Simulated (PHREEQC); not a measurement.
Solution (20 °C): 0.0026 mol/kgw Pb(NO3)2 and 0.3 mol/kgw Na2SO4. It is in equilibrium with CO2 at log p = -3.5 (atm). Otherwise closed; pH follows from the charge balance.

All values are PHREEQC results (ion-association model, phreeqc.dat), not measurements.

```
quantity                   before    after
------------------------  -------  -------
pH                           5.85     5.67
ionic strength (mol/kgw)    0.708  0.00892
Na+ (mol/kgw)               0.505  0.00594
SO4-2 (mol/kgw)             0.202  0.00293
NaSO4- (mol/kgw)           0.0951  5.76e-5
PbSO4 (mol/kgw)           0.00138  1.11e-5
SI of Pb(OH)2 (Pb(OH)2)     -0.75    -2.00
SI of Cerussite (PbCO3)     -0.89    -2.15
```

What was changed between the two runs?
A) diluted 100-fold with water
B) Pb(NO3)2 from 0.0026 to 0.00052 mol/kgw
C) Na2SO4 from 0.3 to 0.45 mol/kgw
D) Pb(NO3)2 from 0.0026 to 0.0039 mol/kgw
E) diluted 2-fold with water

A, diluted 100-fold with water

No solid was allowed to form. The ionic strength passes 0.7 mol/kgw, the rough limit of the ion-association models, in before. Some of these states are supersaturated (in Anglesite, for instance).
